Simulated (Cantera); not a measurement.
# Hydrocarbon pyrolysis for carbon deposition

A perfectly stirred reactor is fed with CH4 : H2 = 1 : 16 (molar parts), at 1.01 bar; it is held at 1800 K, and followed from long to short residence time.

Model: GRI-Mech 3.0 (53 species, 325 reactions), integrated in Cantera. GRI-Mech 3.0 stops at C3 and has no aromatics, soot or wall deposition, so with more carbon than oxygen in the feed, carbon stays in small species such as C2H2 where larger ones or solid carbon would form.

```json
[
 {"τ (s)": "0.98", "x CH4": "0.0114", "x H2": "0.966", "x C2H2": "0.0219", "x C2H": "6.93e-8", "x CH3": "8.29e-5"},
 {"τ (s)": "0.59", "x CH4": "0.0128", "x H2": "0.965", "x C2H2": "0.0212", "x C2H": "6.70e-8", "x CH3": "9.34e-5"},
 {"τ (s)": "0.36", "x CH4": "0.0148", "x H2": "0.964", "x C2H2": "0.0203", "x C2H": "6.39e-8", "x CH3": "0.000107"},
 {"τ (s)": "0.21", "x CH4": "0.0176", "x H2": "0.962", "x C2H2": "0.0189", "x C2H": "5.95e-8", "x CH3": "0.000128"},
 {"τ (s)": "0.13", "x CH4": "0.0208", "x H2": "0.961", "x C2H2": "0.0175", "x C2H": "5.46e-8", "x CH3": "0.000150"},
 {"τ (s)": "0.077", "x CH4": "0.0250", "x H2": "0.959", "x C2H2": "0.0155", "x C2H": "4.83e-8", "x CH3": "0.000179"},
 {"τ (s)": "0.046", "x CH4": "0.0296", "x H2": "0.956", "x C2H2": "0.0133", "x C2H": "4.13e-8", "x CH3": "0.000211"},
 {"τ (s)": "0.028", "x CH4": "0.0345", "x H2": "0.954", "x C2H2": "0.0110", "x C2H": "3.40e-8", "x CH3": "0.000245"},
 {"τ (s)": "0.017", "x CH4": "0.0394", "x H2": "0.951", "x C2H2": "0.00872", "x C2H": "2.67e-8", "x CH3": "0.000278"},
 {"τ (s)": "0.010", "x CH4": "0.0444", "x H2": "0.948", "x C2H2": "0.00641", "x C2H": "1.95e-8", "x CH3": "0.000311"},
 {"τ (s)": "0.0061", "x CH4": "0.0483", "x H2": "0.946", "x C2H2": "0.00455", "x C2H": "1.38e-8", "x CH3": "0.000336"}
]
```
x: mole fraction; the columns are a selection and need not sum to one.
